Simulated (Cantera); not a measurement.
**Thermodynamics of hydrogen reduction and annealing atmospheres, feed FeS + H2 + H2O**

Feed: 1 mol FeS, 31 mol H2, 3.2 mol H2O, equilibrated at 10.0 Pa.

Cantera equilibrium calculation (NASA polynomials, part measured and part estimated; ideal gas, pure solids and liquids). Candidate condensed phases: Fe, FeO, Fe(OH)2, Fe(OH)3, FeS, FeSO4, FeS2, Fe2O3, Fe2(SO4)3, Fe3O4, H2O, H2SO4, S; 22 gas species. The numbers say what is thermodynamically allowed, not how fast it happens.

| T (K) | x H2 | x H2O | x H | x Fe | x S2 | n Fe(γ) |
|---|---|---|---|---|---|---|
| 1523 | 0.887 | 0.0909 | 0.00218 | 0.00243 | 0.0113 | 0.915 |
| 1548 | 0.885 | 0.0904 | 0.00290 | 0.00403 | 0.0111 | 0.859 |
| 1573 | 0.882 | 0.0898 | 0.00382 | 0.00657 | 0.0109 | 0.770 |
| 1598 | 0.878 | 0.0890 | 0.00499 | 0.0106 | 0.0107 | 0.628 |
| 1623 | 0.871 | 0.0879 | 0.00645 | 0.0167 | 0.0103 | 0.407 |
| 1648 | 0.861 | 0.0865 | 0.00826 | 0.0261 | 0.00983 | 0.0647 |
| 1673 | 0.857 | 0.0857 | 0.0105 | 0.0278 | 0.00938 | 0 |
| 1698 | 0.855 | 0.0850 | 0.0134 | 0.0277 | 0.00889 | 0 |
| 1723 | 0.852 | 0.0842 | 0.0168 | 0.0277 | 0.00833 | 0 |
| 1748 | 0.848 | 0.0834 | 0.0210 | 0.0276 | 0.00772 | 0 |
| 1773 | 0.843 | 0.0825 | 0.0261 | 0.0275 | 0.00706 | 0 |
| 1798 | 0.838 | 0.0815 | 0.0322 | 0.0274 | 0.00636 | 0 |
| 1823 | 0.831 | 0.0804 | 0.0395 | 0.0273 | 0.00565 | 0 |
x: gas mole fraction; n: condensed amount in mol.

From 1523 K to 1648 K the condensed part is Fe(γ). From 1673 K to 1823 K nothing is condensed. The main Fe-bearing gas is Fe throughout.
